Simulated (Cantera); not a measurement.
Cantera run:

```python
import numpy as np
import cantera as ct

gas_names = [...]  # 77 gases of nasa_gas.yaml made of C, H, Ti
cond_names = """
    C(gr) C6H6(L) C7H8(L) C8H18(L),n-octa Ti(a) Ti(b) Ti(L) TiC(s) TiC(L)
""".split()


# ... load() reads the species with a 1 bar reference pressure and builds the phases ...
atoms = {
    'TiC': {'Ti': 1, 'C': 1},
    'H2': {'H': 2},
}
top_T = {'C(gr)': 4500}  # K; cautious upper limits of use, not melting points


# ... equilibrate(T, P, feed) seeds the gas with the atoms and calls Mixture.equilibrate('TP', solver="vcs", rtol=1e-11, max_steps=5000) ...
results = []
feed = {'TiC': 1, 'H2': 0.015}  # mol
T = 2775  # K
P = 1333.22  # Pa
mix = equilibrate(T, P, feed)
results.append((T, P, feed, dict(zip(mix.species_names, mix.species_moles))))
print(gas.report(threshold=0.001))
for i in range(1, mix.n_phases):
    print(f"{mix.phase(i).name:16s} {mix.phase_moles(i):12.5e} mol")
```

It prints:

```
       temperature   2775 K
          pressure   1333.2 Pa
           density   0.00011101 kg/m^3
  mean mol. weight   1.9211 kg/kmol
   phase of matter   gas

                          1 kg             1 kmol
                     ---------------   ---------------
          enthalpy        9.0174e+07        1.7324e+08  J
   internal energy        7.8164e+07        1.5016e+08  J
           entropy         1.169e+05        2.2458e+05  J/K
    Gibbs function       -2.3422e+08       -4.4997e+08  J
 heat capacity c_p             15210             29221  J/K
 heat capacity c_v             10883             20907  J/K

                      mass frac. Y      mole frac. X     chem. pot. / RT
                     ---------------   ---------------   ---------------
    C2H2,acetylene          0.036198         0.0026708           -34.351
                 H           0.24577            0.4684           -12.771
                H2           0.54754           0.52177           -25.541
                Ti           0.16285          0.006536           -14.126
     [  +73 minor]         0.0076442        0.00061631

C(gr)             0.00000e+00 mol
Ti(L)             0.00000e+00 mol
TiC(s)            9.99871e-01 mol
```

These are equilibrium values from Cantera (NASA tables, ideal gas, pure condensed phases), not measurements of a reactor. TiC: taken at fixed stoichiometry.
